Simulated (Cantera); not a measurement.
An isothermal, constant-pressure homogeneous reactor starts with CH4 : H2O : H2 = 1 : 4.3 : 0.34 (molar parts), at 1375 K and 29.0 bar.

Detailed kinetics in Cantera: GRI-Mech 3.0 (53 species, 325 reactions). The pressure lies above the range GRI-Mech 3.0 was tuned for (to about 10 atm).

One state of this run: x CH4 = 0.175; x H2O = 0.762; x H2 = 0.0624; x HO2 = <1e-12; x C2H = <1e-12; x C2H2 = 0.000133; x HCO = 2.28e-12. x: mole fraction; the columns are a selection and need not sum to one.

Task: Which value of t (s) does it belong to?
(A) 80.0
(B) 0.0324
(C) 0.302
(D) 0.921

Result: B, 0.0324
